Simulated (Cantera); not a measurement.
**Low-pressure radical oxidation in H2/O2**

An isothermal, constant-pressure homogeneous reactor starts with H₂ : O₂ = 0.041 : 1 (molar parts), equivalence ratio 0.021, at 973 K and 0.00260 bar.

Model: the H2/O2 subset of GRI-Mech 3.0, which has no nitrogen chemistry, integrated in Cantera. Radical loss at walls, strong at low pressure, is not modelled. The temperature is held fixed by assumption; the heat of reaction is taken as removed at once.

```tsv
t (s)	x H₂	x O₂	x H₂O₂	x HO₂	x O	x H	x H₂O
3.00e-6	0.0394	0.961	<1e-12	<1e-12	<1e-12	<1e-12	<1e-12
2.85e-5	0.0394	0.961	<1e-12	<1e-12	<1e-12	<1e-12	<1e-12
0.000271	0.0394	0.961	<1e-12	9.09e-12	1.32e-12	7.93e-12	<1e-12
0.00258	0.0394	0.961	<1e-12	8.67e-11	8.65e-11	7.18e-11	7.23e-11
0.0245	0.0394	0.961	2.29e-12	1.42e-8	2.56e-6	1.42e-6	4.00e-6
0.233	0.000409	0.942	1.11e-8	1.21e-6	0.0153	0.00486	0.0364
2.21	2.95e-5	0.959	1.24e-8	5.07e-7	0.00109	8.96e-5	0.0399
21.0	4.03e-7	0.960	4.10e-9	3.40e-8	1.58e-5	1.57e-7	0.0402
200	1.29e-8	0.960	6.20e-10	1.67e-9	5.30e-7	9.62e-10	0.0402
```
x: mole fraction; the columns are a selection and need not sum to one.

Equilibrium at this temperature and pressure: H₂ 3.09e-11, O₂ 0.960, H₂O₂ 3.96e-12, HO₂ 2.67e-10, O 1.31e-9, H <1e-12, H₂O 0.0402 (gas phase only).
